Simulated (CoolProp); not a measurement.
A single-stage vapour-compression cycle with benzene: evaporating at 326.15 K (dew point), condensing at 379.15 K (bubble point), superheat 0 K, subcooling 5 K, compressor efficiency 0.6, no pressure losses. Each further row changes one setting.

Values from CoolProp's reference Helmholtz-energy equation of state, Thol 2012.

```
case                              cooling COP  pressure ratio  discharge temperature (K)  refrigerating effect (kJ/kg)  volumetric capacity (kJ/m³)
--------------------------------  -----------  --------------  -------------------------  ----------------------------  ---------------------------
as stated                                3.24            5.21                      405.2                           322                          383
evaporating temperature 331.15 K         3.69            4.34                      401.7                           ___                          462
condensing temperature 374.15 K           ___            4.57                      399.0                           332                          395
subcooling 10 K                          3.34            5.21                      405.2                           332                          395
superheat 10 K                           3.26            5.21                      415.0                           334                          ___
compressor efficiency 0.5                2.70            5.21                      418.1                           322                          383
```

Some entries are withheld; supply them.


- evaporating temperature 331.15 K, refrigerating effect (kJ/kg): 328
- condensing temperature 374.15 K, cooling COP: 3.64
- superheat 10 K, volumetric capacity (kJ/m³): 385
